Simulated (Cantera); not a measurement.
Charge: 1 mol borazine, 0.16 mol NH3, 0.46 mol N2, held at 1625 °C and 39.0 Pa.

Equilibrium computed with Cantera from the NASA thermochemical tables; the gas is ideal and each condensed phase is pure. Candidate condensed phases: B, BN; 15 gas species. The feed counts by its element totals alone. The tables' values for BH2 are old estimates; treat these amounts as uncertain. Equilibrium is a limit: real reactors are often held back by kinetics, nucleation or transport.

Base state: H2 0.824, N2 0.140, H 0.0360, BH2 0.000137, B 3.76e-5 (mole fractions); condensed: BN(s).

Question: What changes in the equilibrium state with this change: temperature from 1625 °C to 1227 °C?

Answer: 
| species | before | after |
|---|---|---|
| H2 | 0.824 | 0.856 |
| N2 | 0.140 | 0.143 |
| H | 0.0360 | 0.000825 |
| BH2 | 0.000137 | 8.38e-8 |
| B | 3.76e-5 | <1e-9 |
| BN(s), mol | 3.00 | 3.00 |
